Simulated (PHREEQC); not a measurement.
Make-up at 70 °C: 0.003 mol HF and 0.001 mol NH4HF2 per kg of water. Closed to the air; pH follows from the charge balance.

Computed with PHREEQC (ion-association model, phreeqc.dat).

```
quantity                   before    after
------------------------  -------  -------
pH                           3.22     3.21
ionic strength (mol/kgw)  0.00163  0.00647
HF (mol/kgw)              0.00334  0.00331
F- (mol/kgw)              0.00161  0.00164
HF2- (mol/kgw)            2.36e-5  2.38e-5
NH3 (mol/kgw)             1.39e-8  1.31e-8
```

Q: What was changed between the two runs?
A) NH4HF2 from 0.001 to 0.005 mol/kgw
B) 0.0048 mol/kgw NaCl added
C) 0.0041 mol/kgw Na2SO4 added
D) NH4HF2 from 0.001 to 0.01 mol/kgw
E) diluted 2-fold with water

A: B, 0.0048 mol/kgw NaCl added

No solid was allowed to form. Away from 25 °C the constants follow the database's enthalpies or fits; those with neither stay at their 25 °C values.
